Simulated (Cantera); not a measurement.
A perfectly stirred reactor is fed with CH₄ : H₂O : H₂ = 1 : 0.66 : 0.41 (molar parts), at 1.80 bar; it is held at 1600 K, and followed from long to short residence time.

Cantera simulation using GRI-Mech 3.0 (53 species, 325 reactions); the numbers are that mechanism's predictions, not measurements. GRI-Mech 3.0 stops at C3 and has no aromatics, soot or wall deposition, so with more carbon than oxygen in the feed, carbon stays in small species such as C2H2 where larger ones or solid carbon would form.

Problem. Predict: x(CH₄) at τ = 9.00 s; x(H₂O) at τ = 9.00 s; x(H₂) at τ = 9.00 s; x(C₂H₂) at τ = 9.00 s; x(CO) at τ = 9.00 s; x(CH₄) at τ = 64.0 ms; x(H₂O) at τ = 64.0 ms; x(H₂) at τ = 64.0 ms; x(C₂H₂) at τ = 64.0 ms; x(CO) at τ = 64.0 ms.

Solution. 
- x(CH₄) at τ = 9.00 s = 0.0744
- x(H₂O) at τ = 9.00 s = 0.0792
- x(H₂) at τ = 9.00 s = 0.666
- x(C₂H₂) at τ = 9.00 s = 0.0509
- x(CO) at τ = 9.00 s = 0.118
- x(CH₄) at τ = 64.0 ms = 0.251
- x(H₂O) at τ = 64.0 ms = 0.265
- x(H₂) at τ = 64.0 ms = 0.403
- x(C₂H₂) at τ = 64.0 ms = 0.0686
- x(CO) at τ = 64.0 ms = 0.00391
